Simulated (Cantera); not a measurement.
A closed system holds: 1 mol SiO2, 0.4 mol MgCl2, 7 mol O2, at 1027 °C.

These are equilibrium values from Cantera (NASA tables, ideal gas, pure condensed phases), not measurements of a reactor. Candidate condensed phases: Mg, MgCl2, MgO, MgSiO3, Mg2SiO4, Si, SiO2; 20 gas species. Mutual solubility and eutectic melting of coexisting phases are not modelled. The tables hold silica as quartz up to 1696 K and as liquid above; real silica turns to tridymite and cristobalite and melts near 1996 K. Condensed phases not in the tables: alloys, solid solutions and most ternary compounds. Rates play no part.

x: gas mole fraction; n: condensed amount in mol.

```csv
P (Pa),x O2,x Cl,x Cl2,x MgCl2,x ClO,x O,x O3,n MgSiO3(s),n SiO2(β-quartz)
10,0.900,0.0936,0.00570,0.000416,2.92e-5,1.68e-5,4.51e-12,0.397,0.603
52,0.911,0.0715,0.0173,0.000549,5.12e-5,7.40e-6,1.05e-11,0.396,0.604
270,0.924,0.0430,0.0324,0.000449,7.06e-5,3.27e-6,2.44e-11,0.397,0.603
1400,0.934,[?],[?],[?],8.24e-5,[?],[?],0.398,0.602
7200,0.940,0.0103,0.0499,0.000133,8.84e-5,6.39e-7,1.29e-10,0.399,0.601
37000,0.942,0.00469,0.0530,6.21e-5,9.12e-5,2.82e-7,2.94e-10,0.400,0.600
190000,0.943,[?],0.0544,[?],9.24e-5,[?],[?],0.400,0.600
1000000,0.944,0.000920,0.0550,1.24e-5,9.30e-5,5.44e-8,1.53e-9,0.400,0.600
```

### Question
What belongs in the gaps?

### Answer

- 1400, x Cl: 0.0219
- 1400, x Cl2: 0.0437
- 1400, x MgCl2: 0.000264
- 1400, x O: 1.44e-6
- 1400, x O3: 5.65e-11
- 190000, x Cl: 0.00210
- 190000, x MgCl2: 2.81e-5
- 190000, x O: 1.25e-7
- 190000, x O3: 6.68e-10
